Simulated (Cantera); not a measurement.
Source: NASA polynomial tables (part measured, part estimated), evaluated in Cantera. Values are per mole of reaction as written; species without (g) are pure solids or liquids, kept so even where they would boil at 1 bar.

2 Ta2O5 + 5 N2(g) = 10 NO(g) + 4 Ta

```
T (K)  ΔH° (kJ)  ΔS° (J/K)  ΔG° (kJ)  log10 K  condensed phases
-----  --------  ---------  --------  -------  ----------------
300      5004.6     1028.8    4696.0  -817.63   Ta2O5(s), Ta(s)
2773          …          …         …        …   Ta2O5(l), Ta(s)
2798          …          …         …        …   Ta2O5(l), Ta(s)
2823          …          …         …        …   Ta2O5(l), Ta(s)
2848     4509.4      737.1    2410.2   -44.20   Ta2O5(l), Ta(s)
2873     4505.8      735.8    2391.8   -43.48   Ta2O5(l), Ta(s)
2898     4502.2      734.6    2373.4   -42.78   Ta2O5(l), Ta(s)
2923          …          …         …        …   Ta2O5(l), Ta(s)
```

Some entries are withheld; supply them.


- 2773, ΔH° (kJ): 4520.4
- 2773, ΔS° (J/K): 741.0
- 2773, ΔG° (kJ): 2465.6
- 2773, log10 K: -46.44
- 2798, ΔH° (kJ): 4516.7
- 2798, ΔS° (J/K): 739.7
- 2798, ΔG° (kJ): 2447.1
- 2798, log10 K: -45.68
- 2823, ΔH° (kJ): 4513.0
- 2823, ΔS° (J/K): 738.3
- 2823, ΔG° (kJ): 2428.6
- 2823, log10 K: -44.94
- 2923, ΔH° (kJ): 4498.6
- 2923, ΔS° (J/K): 733.4
- 2923, ΔG° (kJ): 2355.1
- 2923, log10 K: -42.08
